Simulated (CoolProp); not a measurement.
Properties of n-octane along the isotherm 29.75 °C.

Model: reference Helmholtz-energy equation of state, Beckmüller 2019, in CoolProp.

```tsv
p (MPa)	phase	density (kg/m³)	cp (kJ/(kg K))	expansivity (1/kK)	conductivity (mW/(m K))
0.0196	liquid	694.7	2.245	1.170	123
0.0403	liquid	694.7	2.245	1.170	123
0.0828	liquid	694.7	2.245	1.169	123
0.17	liquid	694.8	2.245	1.169	123
0.349	liquid	695.0	2.244	1.167	123
0.717	liquid	695.3	2.244	1.163	123
1.47	liquid	696.0	2.243	1.155	124
3.02	liquid	697.4	2.240	1.139	124
6.21	liquid	700.2	2.236	1.108	126
```

Thermal conductivity comes from a separate model (Huber 2005).
